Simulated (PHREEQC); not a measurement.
Solution (20 °C): 0.016 mol H2SO4, 0.023 mol CuSO4 and 0.0012 mol Na2SO4 per kg of water. Closed to the air; pH follows from the charge balance.

The numbers come from PHREEQC with the ion-association model, phreeqc.dat.

pH: 1.80
ionic strength: 0.0828 mol/kgw
specific conductance: 8470 µS/cm
density: 1.003 g/cm³
total alkalinity: -32.0 meq/kg

```tsv
species	molality	activity	log γ
H+	0.0191	0.0159	-0.079
SO4-2	0.0185	0.00738	-0.399
Cu+2	0.0143	0.00608	-0.372
HSO4-	0.0129	0.0103	-0.100
CuSO4	0.00868	0.00885	0.008
Na+	0.00232	0.00185	-0.098
NaSO4-	8.27e-5	6.62e-5	-0.096
CuOH+	4.87e-9	3.82e-9	-0.106
```

Precipitation was switched off in this run.
